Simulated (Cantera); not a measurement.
Feed: 1 mol C, 0.22 mol H2O, a varied amount of H2, 0.18 mol CO2, held at 823 K and 3.00 bar.

These are equilibrium values from Cantera (NASA tables, ideal gas, pure condensed phases), not measurements of a reactor. Candidate condensed phases: C, C6H6, C7H8, C8H18, H2O; 110 gas species. Kinetics and transport are ignored.

### Question
At 8.3 mol H2, list the 5 most abundant gas species with their mole fractions, and the condensed phases.

### Answer
H2 0.761, CH4 0.160, H2O 0.0785, CO 0.000257, CO2 9.59e-5. Condensed: gas only.
